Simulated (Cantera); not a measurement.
Feed: 1 mol ZrO₂, 100 mol H₂, equilibrated at 1500 °C and 0.590 bar.

These are equilibrium values from Cantera (NASA tables, ideal gas, pure condensed phases), not measurements of a reactor. Candidate condensed phases: H₂O, Zr, ZrO₂; 12 gas species. Equilibrium is a limit: real reactors are often held back by kinetics, nucleation or transport.

Base state: H₂ 1.000, H 0.000370 (mole fractions); condensed: ZrO₂(tetragonal).

Q: What changes in the equilibrium state with this change: temperature from 1500 °C to 1852 °C?

A: 
| species | before | after |
|---|---|---|
| H₂ | 1.000 | 0.995 |
| H | 0.000370 | 0.00472 |
| ZrO₂(tetragonal), mol | 1.000 | 1.000 |

Q: What changes in the equilibrium state with this change: pressure from 0.590 bar to 12.0 Pa?

A: 
| species | before | after |
|---|---|---|
| H₂ | 1.000 | 0.974 |
| H | 0.000370 | 0.0256 |
| ZrO₂(tetragonal), mol | 1.000 | 1.000 |
